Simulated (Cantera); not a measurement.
Cantera run:

```python
import numpy as np
import cantera as ct

gas_names = """
    F FO FO2 F2 F2O N NF NF2 NF3 NO NO2 NO3 N2 N2O O O2 O3
""".split()
cond_names = """

""".split()


def load(file, names, dense=False):
    # The tables refer to 1 bar. Condensed volumes are neglected.
    table = {s.name: s for s in ct.Species.list_from_file(file)}
    out = []
    for n in names:
        d = dict(table[n].input_data)
        d["thermo"] = dict(d["thermo"], **{"reference-pressure": 1e5})
        if dense:
            d["equation-of-state"] = {"model": "constant-volume", "density": "1e6 g/cm^3"}
        out.append(ct.Species.from_dict(d))
    return out


gas = ct.Solution(thermo="ideal-gas", species=load("nasa_gas.yaml", gas_names))
cond = {s.name: ct.Solution(thermo="fixed-stoichiometry", species=[s], name=s.name)
        for s in load("nasa_condensed.yaml", cond_names, dense=True)}
atoms = {
    'NF3': {'N': 1, 'F': 3},
    'O2': {'O': 2},
}
top_T = {}  # K; cautious upper limits of use, not melting points


def equilibrate(T, P, feed):
    n = {}
    for name, mol in feed.items():
        for a, k in atoms[name].items():
            n[a] = n.get(a, 0.0) + k * mol
    gas.TPX = T, P, n
    mass = sum(n.values()) * gas.mean_molecular_weight
    gas.equilibrate("TP")
    valid = [c for c in cond.values() if c.min_temp <= T <= top_T.get(c.name, c.max_temp)]
    mix = ct.Mixture([(gas, mass / gas.mean_molecular_weight)] + [(c, 0.0) for c in valid])
    mix.T, mix.P = T, P
    mix.equilibrate("TP", solver="vcs", rtol=1e-11, max_steps=5000)
    return mix


results = []
feed = {'NF3': 1, 'O2': 2.3}  # mol
P = 1333.22  # Pa
for T in [2223, 2323, 2423, 2523, 2623, 2723, 2823, 2923, 3023, 3123, 3223, 3323, 3423]:
    mix = equilibrate(T, P, feed)
    results.append((T, P, feed, dict(zip(mix.species_names, mix.species_moles))))

top = {s: max(r[3][s] / sum(r[3][g] for g in gas_names) for r in results) for s in gas_names}
cols = sorted((s for s in top if top[s] > 1e-06), key=lambda s: -top[s])[:9]
seen = [c for c in cond_names if any(r[3].get(c, 0) > 1e-12 for r in results)]
print("log10 of partial pressures in bar; condensed amounts in mol")
print(f"{'T/K':>10s}" + "".join(f"{s[:9]:>10s}" for s in cols + seen))
for T, P, feed, n in results:
    ng = sum(n[g] for g in gas_names)
    print(f"{T:10.4g}" + "".join(f"{np.log10(max(n[s] / ng * P / 1e5, 1e-99)):10.3f}" for s in cols)
          + "".join(f"{n.get(c, 0):10.4g}" for c in seen))
```

It prints:

```
log10 of partial pressures in bar; condensed amounts in mol
       T/K         O         F        O2        N2        NO         N        FO        F2       NO2
      2223    -3.652    -2.165    -2.293    -2.958    -4.111    -9.265    -6.553    -7.105    -7.825
      2323    -3.399    -2.168    -2.304    -2.964    -4.028    -8.782    -6.536    -7.282    -7.803
      2423    -3.170    -2.173    -2.322    -2.973    -3.956    -8.340    -6.527    -7.449    -7.791
      2523    -2.965    -2.179    -2.350    -2.983    -3.897    -7.934    -6.527    -7.608    -7.792
      2623    -2.783    -2.189    -2.391    -2.997    -3.852    -7.561    -6.538    -7.761    -7.810
      2723    -2.625    -2.202    -2.449    -3.012    -3.822    -7.216    -6.562    -7.912    -7.849
      2823    -2.491    -2.217    -2.530    -3.030    -3.810    -6.898    -6.602    -8.059    -7.913
      2923    -2.382    -2.235    -2.636    -3.049    -3.815    -6.602    -6.657    -8.202    -8.005
      3023    -2.298    -2.252    -2.771    -3.066    -3.837    -6.325    -6.728    -8.339    -8.126
      3123    -2.236    -2.268    -2.933    -3.080    -3.874    -6.065    -6.812    -8.465    -8.273
      3223    -2.195    -2.280    -3.116    -3.090    -3.924    -5.819    -6.904    -8.579    -8.441
      3323    -2.168    -2.289    -3.312    -3.095    -3.981    -5.587    -7.000    -8.681    -8.622
      3423    -2.151    -2.295    -3.515    -3.099    -4.042    -5.366    -7.096    -8.773    -8.808
```

Method: chemical equilibrium by Gibbs-energy minimisation in Cantera with the NASA 1993 tables (ideal gas, pure condensed phases).
